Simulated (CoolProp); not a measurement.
The fluid at 363.6 K and 0.547 MPa (gas) is heated at constant pressure to 424.8 K. The same conditions are run with several fluids, on thermodynamics alone (safety and materials aside).

The numbers come from the reference Helmholtz-energy equation of state of each fluid (C2F6 (R116): Lemmon 2006; R410A: Lemmon 2003; R115: Lemmon 2016; R152A: Outcalt 1996; R124: de Vries 1995) in CoolProp. Blends and air are pseudo-pure fits.

Question: Rank C2F6 (R116), R410A, R115, R152A, R124 by heat (kJ/kg), highest first.

Answer: R152A (79.1), R410A (60.0), C2F6 (R116) (55.9), R124 (54.2), R115 (51.8)

```
fluid        final density (kg/m³)
-----------  ---------------------
C2F6 (R116)                   21.7
R410A                         11.5
R115                          24.7
R152A                         10.6
R124                          22.1
```
